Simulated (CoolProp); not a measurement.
Computed with CoolProp (reference Helmholtz-energy equation of state, Thol 2018).

### Question
For hydrogen chloride, give the phase and the speed of sound (m/s), Joule-Thomson coefficient (K/MPa) at 319.8 K and 0.0562 MPa; 294.5 K and 0.0164 MPa; 393.8 K and 1.39 MPa.

### Answer
- 319.8 K and 0.0562 MPa: gas; speed of sound 319, Joule-Thomson coefficient 13.3
- 294.5 K and 0.0164 MPa: gas; speed of sound 306, Joule-Thomson coefficient 16.3
- 393.8 K and 1.39 MPa: gas; speed of sound 348, Joule-Thomson coefficient 8.46
